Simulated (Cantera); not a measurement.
Input (Python, Cantera):

```python
import numpy as np
import cantera as ct

gas = ct.Solution("gri30.yaml")
gas.TPX = 1048, 100000, {'CO': 0.02, 'O2': 0.032, 'H2O': 0.00095, 'N2': 1}
reactor = ct.IdealGasConstPressureReactor(gas, energy="off", clone=False)
net = ct.ReactorNet([reactor])
net.rtol, net.atol = 1e-08, 1e-18
show = ['CO', 'O2', 'H2O', 'CO2', 'H2O2', 'NO2']
times = np.geomspace(6e-05, 20, 13)

steps = ct.SolutionArray(gas, extra=["t"])
rows = []
print(f"{'t/s':>10s}{'T/K':>9s}{'P/Pa':>11s}" + "".join(f"{s:>11s}" for s in show))
for t in times:
    while net.time < t:
        t_next = net.step()
        steps.append(gas.state, t=t_next)
    rows.append([np.interp(t, steps.t, y) for y in (steps.T, steps.P, *steps(*show).X.T)])
    print(f"{t:10.3e}{rows[-1][0]:9.1f}{rows[-1][1]:11.4g}" + "".join(f"{x:11.3e}" for x in rows[-1][2:]))
rate = np.gradient(steps.T, steps.t)
print("integrator steps:", len(steps.t))
if steps.T.max() > steps.T[0] + 200:
    print(f"time of steepest temperature rise: {steps.t[rate.argmax()]:.4e} s")
gas.TPX = 1048, 100000, {'CO': 0.02, 'O2': 0.032, 'H2O': 0.00095, 'N2': 1}
gas.equilibrate("TP")
print(f"equilibrium (TP): T = {gas.T:.1f} K  " + "  ".join(f"{s} {gas[s].X[0]:.3e}" for s in show))
```

It prints:

```
       t/s      T/K       P/Pa         CO         O2        H2O        CO2       H2O2        NO2
 6.000e-05   1048.0      1e+05  1.899e-02  3.039e-02  9.022e-04  1.082e-10  8.491e-21  3.351e-30
 1.731e-04   1048.0      1e+05  1.899e-02  3.039e-02  9.022e-04  3.199e-10  4.495e-19  1.642e-28
 4.996e-04   1048.0      1e+05  1.899e-02  3.039e-02  9.022e-04  9.953e-10  2.039e-17  1.186e-26
 1.442e-03   1048.0      1e+05  1.899e-02  3.039e-02  9.022e-04  3.500e-09  6.813e-16  1.328e-24
 4.160e-03   1048.0      1e+05  1.899e-02  3.039e-02  9.022e-04  1.569e-08  2.712e-14  1.802e-22
 1.200e-02   1048.0      1e+05  1.899e-02  3.039e-02  9.022e-04  1.142e-07  2.075e-12  3.454e-20
 3.464e-02   1048.0      1e+05  1.899e-02  3.039e-02  9.021e-04  3.448e-06  1.422e-09  2.231e-16
 9.996e-02   1048.0      1e+05  1.767e-02  2.973e-02  8.908e-04  1.340e-03  2.157e-07  2.993e-11
 2.884e-01   1048.0      1e+05  8.963e-03  2.547e-02  8.954e-04  1.013e-02  1.549e-07  9.183e-10
 8.324e-01   1048.0      1e+05  1.804e-03  2.197e-02  9.068e-04  1.735e-02  6.286e-08  6.440e-09
 2.402e+00   1048.0      1e+05  1.839e-04  2.118e-02  9.103e-04  1.899e-02  7.319e-09  2.338e-08
 6.931e+00   1048.0      1e+05  1.080e-05  2.110e-02  9.108e-04  1.917e-02  2.067e-10  3.753e-08
 2.000e+01   1048.0      1e+05  2.613e-07  2.109e-02  9.108e-04  1.918e-02  1.654e-11  1.372e-08
integrator steps: 1405
equilibrium (TP): T = 1048.0 K  CO 3.838e-11  O2 2.108e-02  H2O 9.109e-04  CO2 1.918e-02  H2O2 6.698e-13  NO2 2.247e-07
```

Cantera simulation using GRI-Mech 3.0 (53 species, 325 reactions); the numbers are that mechanism's predictions, not measurements.
